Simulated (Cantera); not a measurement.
What does this Cantera script print?

```python
import numpy as np
import cantera as ct

gas = ct.Solution("gri30.yaml")
gas.TPX = 523, 340000, {'H2': 1, 'O2': 0.694, 'N2': 2.61}
inlet = ct.Reservoir(gas, clone=True)
gas.equilibrate("HP")  # start burning
reactor = ct.IdealGasConstPressureReactor(gas, energy="on", clone=False)
exhaust = ct.Reservoir(gas, clone=True)
tau = [0.022, 0.01, 0.0045, 0.002, 0.0009, 0.0004, 0.00018, 8.1e-05, 3.6e-05, 1.6e-05][0]
for a, b in ((inlet, reactor), (reactor, exhaust)):
    ct.MassFlowController(a, b, mdot=lambda t: reactor.mass / tau)
net = ct.ReactorNet([reactor])
show = ['H2', 'O2', 'NO2', 'NO', 'N2O', 'O']

rows = []
print(f"{'tau/s':>10s}{'T/K':>9s}" + "".join(f"{s:>11s}" for s in show))
for tau in [0.022, 0.01, 0.0045, 0.002, 0.0009, 0.0004, 0.00018, 8.1e-05, 3.6e-05, 1.6e-05]:
    net.initial_time = 0.0
    net.advance(30 * tau)
    before = gas.X
    net.advance(40 * tau)
    drift = np.max(np.abs(gas.X - before) / (gas.X + 1e-9))
    rows.append([gas.T, *gas[show].X, drift])
    print(f"{tau:10.3e}{gas.T:9.1f}" + "".join(f"{x:11.3e}" for x in gas[show].X))
```

Result:

```
     tau/s      T/K         H2         O2        NO2         NO        N2O          O
 2.200e-02   2223.3  9.776e-04  4.947e-02  1.199e-06  1.061e-03  5.880e-07  4.281e-04
 1.000e-02   2221.8  1.126e-03  4.969e-02  6.658e-07  5.737e-04  6.250e-07  4.817e-04
 4.500e-03   2217.3  1.427e-03  4.978e-02  3.884e-07  3.225e-04  6.877e-07  5.906e-04
 2.000e-03   2207.9  2.020e-03  4.981e-02  2.436e-07  1.965e-04  7.688e-07  8.104e-04
 9.000e-04   2191.2  3.070e-03  4.985e-02  1.582e-07  1.298e-04  8.207e-07  1.213e-03
 4.000e-04   2163.4  4.846e-03  5.005e-02  9.852e-08  8.818e-05  7.951e-07  1.914e-03
 1.800e-04   2120.6  7.541e-03  5.056e-02  6.057e-08  6.212e-05  7.017e-07  3.011e-03
 8.100e-05   2057.3  1.137e-02  5.163e-02  4.002e-08  4.764e-05  5.856e-07  4.609e-03
 3.600e-05   1967.2  1.652e-02  5.359e-02  2.978e-08  4.044e-05  4.750e-07  6.725e-03
 1.600e-05   1847.9  2.328e-02  5.698e-02  2.280e-08  3.410e-05  3.773e-07  9.005e-03
```

Model: GRI-Mech 3.0 (53 species, 325 reactions), integrated in Cantera. The hydrogen kinetics of GRI-Mech 3.0 are dated; newer H2 mechanisms differ, most at raised pressure.
